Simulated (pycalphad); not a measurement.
CALPHAD calculation (pycalphad, COST 507 light-alloy database (1999)), 1 atm. These are 1990s assessments: newer ones move some temperatures and phases. Phase fractions are per mole of atoms.

Alloy Ti-4.35Si (at.%). At 1527 °C the liquid holds 7.45 and the bcc solid 1.1 at.% Si; the final invariant liquid holds 13.1 at.%.

Q: Use the Scheil equation x_L = x₀ f_L^(k−1) with a constant partition coefficient to estimate the liquid left at the invariant point, and compare with a stepwise Scheil-Gulliver run on the full database.

A: k = 0.15, so f_L = (13.1/4.35)^(1/(k − 1)) ≈ 0.27. The stepwise run (steps of 4 K), in which k changes along the path, leaves 0.26 at 1340 °C.
